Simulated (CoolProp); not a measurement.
Vapour pressure (bar) of sulfur dioxide: the reference equation beside estimates from Tc = 157.5 °C, pc = 78.87 bar, ω = 0.256. Clausius-Clapeyron is anchored at -20.55 °C with a constant enthalpy of vaporisation of 25.54 kJ/mol.

Model: reference Helmholtz-energy equation of state, Gao 2016, in CoolProp.

| T (°C) | reference | Lee-Kesler | Clausius-Clapeyron | Redlich-Kwong | Soave-Redlich-Kwong | Peng-Robinson |
|---|---|---|---|---|---|---|
| -36.85 | 0.2597 | 0.2517 | 0.2672 | 0.5918 | 0.2562 | 0.2680 |
| -31.45 | 0.3515 | 0.3417 | 0.3573 | 0.7727 | 0.3470 | 0.3607 |
| -25.95 | 0.4708 | 0.4592 | 0.4740 | 0.9989 | 0.4652 | 0.4807 |
| -20.55 | 0.6183 | 0.6050 | 0.6183 | 1.268 | 0.6115 | 0.6284 |
| -15.05 | 0.8049 | 0.7901 | 0.8012 | 1.596 | 0.7969 | 0.8149 |
| -9.55 | 1.034 | 1.019 | … | 1.986 | 1.025 | 1.044 |
| -4.15 | 1.308 | 1.292 | 1.298 | 2.435 | 1.298 | 1.316 |
| 1.35 | 1.643 | 1.627 | 1.632 | … | 1.632 | 1.649 |
| 6.75 | … | 2.019 | 2.025 | 3.568 | … | 2.037 |
| 12.25 | 2.504 | … | 2.502 | 4.270 | 2.494 | 2.504 |
| 17.75 | 3.056 | 3.046 | 3.067 | 5.068 | 3.047 | 3.050 |

Complete the blanks.


- -9.55, Clausius-Clapeyron: 1.027
- 1.35, Redlich-Kwong: 2.966
- 6.75, reference: 2.034
- 6.75, Soave-Redlich-Kwong: 2.023
- 12.25, Lee-Kesler: 2.492

Absolute difference from the reference over all 11 rows, mean and median: Lee-Kesler 1.6 and 1.5 %, Clausius-Clapeyron 0.8 and 0.7 %, Redlich-Kwong 94.0 and 92.1 %, Soave-Redlich-Kwong 0.9 and 0.9 %, Peng-Robinson 1.2 and 1.0 %.
